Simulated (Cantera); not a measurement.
What does this Cantera script print?

```python
import numpy as np
import cantera as ct

gas = ct.Solution("h2o2.yaml")
gas.TPX = 1275, 1800, {'H2': 0.22, 'O2': 1}
reactor = ct.IdealGasConstPressureReactor(gas, energy="off", clone=False)
net = ct.ReactorNet([reactor])
net.rtol, net.atol = 1e-08, 1e-18
show = ['H2', 'O2', 'H2O', 'HO2', 'O', 'H']
times = np.geomspace(0.0002, 1, 13)

steps = ct.SolutionArray(gas, extra=["t"])
rows = []
print(f"{'t/s':>10s}{'T/K':>9s}{'P/Pa':>11s}" + "".join(f"{s:>11s}" for s in show))
for t in times:
    while net.time < t:
        t_next = net.step()
        steps.append(gas.state, t=t_next)
    rows.append([np.interp(t, steps.t, y) for y in (steps.T, steps.P, *steps(*show).X.T)])
    print(f"{t:10.3e}{rows[-1][0]:9.1f}{rows[-1][1]:11.4g}" + "".join(f"{x:11.3e}" for x in rows[-1][2:]))
rate = np.gradient(steps.T, steps.t)
print("integrator steps:", len(steps.t))
if steps.T.max() > steps.T[0] + 200:
    print(f"time of steepest temperature rise: {steps.t[rate.argmax()]:.4e} s")
gas.TPX = 1275, 1800, {'H2': 0.22, 'O2': 1}
gas.equilibrate("TP")
print(f"equilibrium (TP): T = {gas.T:.1f} K  " + "  ".join(f"{s} {gas[s].X[0]:.3e}" for s in show))
```

Output:

```
       t/s      T/K       P/Pa         H2         O2        H2O        HO2          O          H
 2.000e-04   1275.0       1800  1.803e-01  8.197e-01  2.942e-06  1.443e-07  1.318e-06  1.758e-06
 4.067e-04   1275.0       1800  1.797e-01  8.193e-01  4.606e-04  1.028e-06  1.976e-04  2.623e-04
 8.270e-04   1275.0       1800  1.749e-02  7.188e-01  1.266e-01  9.042e-06  6.389e-02  5.861e-02
 1.682e-03   1275.0       1800  7.600e-03  7.151e-01  1.447e-01  9.210e-06  7.238e-02  4.881e-02
 3.420e-03   1275.0       1800  6.591e-03  7.305e-01  1.549e-01  9.508e-06  6.003e-02  3.725e-02
 6.955e-03   1275.0       1800  4.770e-03  7.538e-01  1.701e-01  9.676e-06  4.093e-02  2.121e-02
 1.414e-02   1275.0       1800  2.418e-03  7.788e-01  1.853e-01  8.844e-06  1.972e-02  7.120e-03
 2.876e-02   1275.0       1800  7.818e-04  7.941e-01  1.938e-01  6.119e-06  6.226e-03  1.258e-03
 5.848e-02   1275.0       1800  1.935e-04  7.995e-01  1.967e-01  2.883e-06  1.533e-03  1.535e-04
 1.189e-01   1275.0       1800  4.809e-05  8.010e-01  1.976e-01  1.051e-06  3.824e-04  1.913e-05
 2.418e-01   1275.0       1800  1.366e-05  8.015e-01  1.979e-01  3.687e-07  1.094e-04  2.930e-06
 4.918e-01   1275.0       1800  4.490e-06  8.016e-01  1.980e-01  1.408e-07  3.620e-05  5.578e-07
 1.000e+00   1275.0       1800  1.660e-06  8.017e-01  1.981e-01  6.320e-08  1.347e-05  1.265e-07
integrator steps: 1789
equilibrium (TP): T = 1275.0 K  H2 9.168e-08  O2 8.018e-01  H2O 1.982e-01  HO2 4.142e-08  O 7.501e-07  H 1.675e-09
```

Detailed kinetics in Cantera: the H2/O2 subset of GRI-Mech 3.0, which has no nitrogen chemistry. Radical loss at walls, strong at low pressure, is not modelled. The temperature is held fixed by assumption; the heat of reaction is taken as removed at once.
